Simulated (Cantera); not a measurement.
Cantera run:

```python
import numpy as np
import cantera as ct

gas_names = """
    CL CL2 H HCL H2 Si SiCL SiCL2 SiCL3 SiCL4 SiH SiHCL3 SiH2 SiH2CL2 SiH3 SiH3CL SiH4 Si2 Si3
""".split()
cond_names = """
    Si(cr) Si(L)
""".split()


def load(file, names, dense=False):
    # The tables refer to 1 bar. Condensed volumes are neglected.
    table = {s.name: s for s in ct.Species.list_from_file(file)}
    out = []
    for n in names:
        d = dict(table[n].input_data)
        d["thermo"] = dict(d["thermo"], **{"reference-pressure": 1e5})
        if dense:
            d["equation-of-state"] = {"model": "constant-volume", "density": "1e6 g/cm^3"}
        out.append(ct.Species.from_dict(d))
    return out


gas = ct.Solution(thermo="ideal-gas", species=load("nasa_gas.yaml", gas_names))
cond = {s.name: ct.Solution(thermo="fixed-stoichiometry", species=[s], name=s.name)
        for s in load("nasa_condensed.yaml", cond_names, dense=True)}
atoms = {
    'SiH4': {'Si': 1, 'H': 4},
    'HCl': {'H': 1, 'CL': 1},
    'H2': {'H': 2},
}
top_T = {}  # K; cautious upper limits of use, not melting points


def equilibrate(T, P, feed):
    n = {}
    for name, mol in feed.items():
        for a, k in atoms[name].items():
            n[a] = n.get(a, 0.0) + k * mol
    gas.TPX = T, P, n
    mass = sum(n.values()) * gas.mean_molecular_weight
    gas.equilibrate("TP")
    valid = [c for c in cond.values() if c.min_temp <= T <= top_T.get(c.name, c.max_temp)]
    mix = ct.Mixture([(gas, mass / gas.mean_molecular_weight)] + [(c, 0.0) for c in valid])
    mix.T, mix.P = T, P
    mix.equilibrate("TP", solver="vcs", rtol=1e-11, max_steps=5000)
    return mix


results = []
feed = {'SiH4': 1, 'HCl': 3.5, 'H2': 920}  # mol
T = 1223.15  # K
P = 170  # Pa
mix = equilibrate(T, P, feed)
results.append((T, P, feed, dict(zip(mix.species_names, mix.species_moles))))
x = sorted(zip(gas.X, gas.species_names), reverse=True)
print(f"T = {T:g} K  P = {P:g} Pa  gas = {mix.phase_moles(0):.4g} mol")
print("   x: " + "  ".join(f"{s} {v:.3e}" for v, s in x if v > 0.0001))
print("   condensed (mol): " + ("  ".join(f"{mix.phase(i).name} {mix.phase_moles(i):.4g}"
      for i in range(1, mix.n_phases) if mix.phase_moles(i) > 1e-12) or "none"))
```

It prints:

```
T = 1223.15 K  P = 170 Pa  gas = 925.5 mol
   x: H2 9.962e-01  HCL 3.714e-03
   condensed (mol): Si(cr) 0.9686
```

Method: chemical equilibrium by Gibbs-energy minimisation in Cantera with the NASA 1993 tables (ideal gas, pure condensed phases).
